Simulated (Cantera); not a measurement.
Feed: 1 mol SiHCl3, 1.2 mol C2H2, 43 mol H2, equilibrated at 2325 °C and 100000 Pa.

Method: chemical equilibrium by Gibbs-energy minimisation in Cantera with the NASA 1993 tables (ideal gas, pure condensed phases). Candidate condensed phases: C, C6H6, C7H8, C8H18, Si, SiC; 109 gas species. The tables' values for SiCl are old estimates; treat these amounts as uncertain. Gases not in the tables: Si2H6 and higher silanes. Equilibrium is a limit: real reactors are often held back by kinetics, nucleation or transport.

Base state: H2 0.882, HCl 0.0580, H 0.0358, C2H2 (acetylene) 0.0142, Si 0.00288, Cl 0.00165, SiCl2 0.00156, SiC2 0.000978 (mole fractions); condensed: C(graphite) + SiC(s).

**Question.** What changes in the equilibrium state with this change: temperature from 2325 °C to 1800 °C?

**Answer.** 
| species | before | after |
|---|---|---|
| H2 | 0.882 | 0.932 |
| HCl | 0.0580 | 0.0634 |
| H | 0.0358 | 0.00254 |
| C2H2 (acetylene) | 0.0142 | 0.00114 |
| SiCl2 | 0.00156 | 0.000675 |
| Si2 | 2.64e-5 | 6.19e-9 |
| SiC2 | 0.000978 | 4.07e-7 |
| C(graphite), mol | 0.285 | 1.31 |
| SiC(s), mol | 0.617 | 0.967 |

**Question.** What changes in the equilibrium state with this change: temperature from 2325 °C to 1350 °C?

**Answer.** 
```json
[
 {"species": "H2", "before": "0.882", "after": "0.934"},
 {"species": "HCl", "before": "0.0580", "after": "0.0646"},
 {"species": "CH4", "before": "0.000100", "after": "0.00129"},
 {"species": "H", "before": "0.0358", "after": "6.68e-5"},
 {"species": "C2H2 (acetylene)", "before": "0.0142", "after": "3.25e-5"},
 {"species": "SiCl2", "before": "0.00156", "after": "0.000178"},
 {"species": "Si", "before": "0.00288", "after": "1.78e-9"},
 {"species": "SiC2", "before": "0.000978", "after": "<1e-9"},
 {"species": "Si2C", "before": "0.000524", "after": "<1e-9"},
 {"species": "SiH", "before": "0.000618", "after": "3.45e-9"},
 {"species": "C(graphite), mol", "before": "0.285", "after": "1.35"},
 {"species": "SiC(s), mol", "before": "0.617", "after": "0.991"}
]
```
The tables' values for SiCl3 are old estimates; treat these amounts as uncertain.

**Question.** What changes in the equilibrium state with this change: SiHCl3 replaced by SiH4?

**Answer.** 
```tsv
species	before	after
H2	0.882	0.942
H	0.0358	0.0370
C2H2 (acetylene)	0.0142	0.0152
HCl	0.0580	0
Cl	0.00165	0
Si	0.00288	0.00288
SiCl2	0.00156	0
SiCl	0.000570	0
C2HCl	1.25e-5	0
CH4	0.000100	0.000114
C(graphite), mol	0.285	0.0949
SiC(s), mol	0.617	0.716
```
